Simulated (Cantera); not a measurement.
**Stirred combustor or abatement burner**

A perfectly stirred reactor is fed with H2 : O2 : N2 : H2O = 1 : 0.417 : 1.57 : 0.47 (molar parts), equivalence ratio 1.2, at 1.09 atm; it is adiabatic with a 350 K inlet, and is followed from long to short residence time, starting on the burning branch (τ in s: 0.068, 0.021, 0.0066, 0.0021, 0.00064, 0.0002, 6.2e-05, 1.9e-05, 6e-06).

Computed with Cantera and GRI-Mech 3.0 (53 species, 325 reactions).

```json
[
 {"τ (s)": "0.068", "T (K)": "2088", "x H2": "0.0549", "x O2": "0.000219", "x H2O": "0.426", "x NO": "4.62e-5", "x OH": "0.00181", "x N2O": "7.87e-9"},
 {"τ (s)": "0.021", "T (K)": "2070", "x H2": "0.0554", "x O2": "0.000522", "x H2O": "0.423", "x NO": "3.78e-5", "x OH": "0.00282", "x N2O": "1.14e-8"},
 {"τ (s)": "0.0066", "T (K)": "2038", "x H2": "0.0565", "x O2": "0.00121", "x H2O": "0.419", "x NO": "3.05e-5", "x OH": "0.00429", "x N2O": "1.65e-8"},
 {"τ (s)": "0.0021", "T (K)": "1985", "x H2": "0.0586", "x O2": "0.00262", "x H2O": "0.412", "x NO": "2.48e-5", "x OH": "0.00613", "x N2O": "2.27e-8"},
 {"τ (s)": "0.00064", "T (K)": "1894", "x H2": "0.0622", "x O2": "0.00530", "x H2O": "0.401", "x NO": "2.08e-5", "x OH": "0.00804", "x N2O": "2.92e-8"},
 {"τ (s)": "0.00020", "T (K)": "1762", "x H2": "0.0669", "x O2": "0.00952", "x H2O": "0.385", "x NO": "1.67e-5", "x OH": "0.00900", "x N2O": "3.35e-8"},
 {"τ (s)": "6.2e-5", "T (K)": "1586", "x H2": "0.0742", "x O2": "0.0163", "x H2O": "0.365", "x NO": "1.04e-5", "x OH": "0.00805", "x N2O": "3.39e-8"},
 {"τ (s)": "1.9e-5", "T (K)": "1318", "x H2": "0.115", "x O2": "0.0383", "x H2O": "0.317", "x NO": "2.27e-6", "x OH": "0.00398", "x N2O": "2.40e-8"},
 {"τ (s)": "6.0e-6", "T (K)": "350", "x H2": "0.289", "x O2": "0.121", "x H2O": "0.136", "x NO": "<1e-12", "x OH": "<1e-12", "x N2O": "<1e-12"}
]
```
x: mole fraction; the columns are a selection and need not sum to one.
